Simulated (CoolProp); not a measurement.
CH2F2 (R32) at several states: density (kg/m³) from the reference equation and from simpler models built on Tc = 78.1 °C, pc = 5783 kPa, ω = 0.277; each cubic takes its own stable root.

Computed with CoolProp (reference Helmholtz-energy equation of state, Tillner-Roth 1997).

```csv
T (°C),p (kPa),phase,reference,van der Waals,Redlich-Kwong,Soave-Redlich-Kwong,Peng-Robinson
-64.95,348,liquid,1249,11.17,940.5,971.6,1096
130.35,59,gas,0.9171,0.9169,0.9170,0.9169,0.9172
-108.15,72.1,liquid,1359,2.793,1021,1042,1171
92.85,165,gas,2.848,2.843,2.845,2.845,2.848
36.85,543,gas,11.65,11.40,11.50,11.54,11.59
```

At some of these states van der Waals gives the other phase, because its saturation line lies elsewhere.
